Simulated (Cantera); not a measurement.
A perfectly stirred reactor is fed with CH4 : H2 : CO2 = 0.014 : 1 : 0.014 (molar parts), at 11000 Pa; it is held at 1773 K, and followed from long to short residence time.

Cantera simulation using GRI-Mech 3.0 (53 species, 325 reactions); the numbers are that mechanism's predictions, not measurements.

Question: What does this change do: temperature 1773 to 1500 K?

Answer: 
```csv
quantity,before,after
x(CH4) at τ = 7.60 s,0.00238,0.0119
x(H2) at τ = 7.60 s,0.966,0.961
x(CO2) at τ = 7.60 s,7.39e-5,0.00139
x(C2H6) at τ = 7.60 s,3.02e-8,2.31e-7
x(C2H4) at τ = 7.60 s,1.23e-5,2.72e-5
x(CH4) at τ = 63.0 ms,0.0113,0.0136
x(H2) at τ = 63.0 ms,0.962,0.972
x(CO2) at τ = 63.0 ms,0.00287,0.0129
x(C2H6) at τ = 63.0 ms,5.82e-7,1.79e-7
x(C2H4) at τ = 63.0 ms,1.33e-5,1.88e-6
```

Question: What does this change do: pressure from 11000 Pa to 1100 Pa?

Answer: 
| quantity | before | after |
|---|---|---|
| x(CH4) at τ = 7.60 s | 0.00238 | 0.00275 |
| x(H2) at τ = 7.60 s | 0.966 | 0.964 |
| x(CO2) at τ = 7.60 s | 7.39e-5 | 0.000144 |
| x(C2H6) at τ = 7.60 s | 3.02e-8 | 3.80e-8 |
| x(C2H4) at τ = 7.60 s | 1.23e-5 | 2.70e-6 |
| x(CH4) at τ = 63.0 ms | 0.0113 | 0.0131 |
| x(H2) at τ = 63.0 ms | 0.962 | 0.968 |
| x(CO2) at τ = 63.0 ms | 0.00287 | 0.00984 |
| x(C2H6) at τ = 63.0 ms | 5.82e-7 | 1.91e-7 |
| x(C2H4) at τ = 63.0 ms | 1.33e-5 | 9.05e-6 |
Radical loss at walls, strong at low pressure, is not modelled.
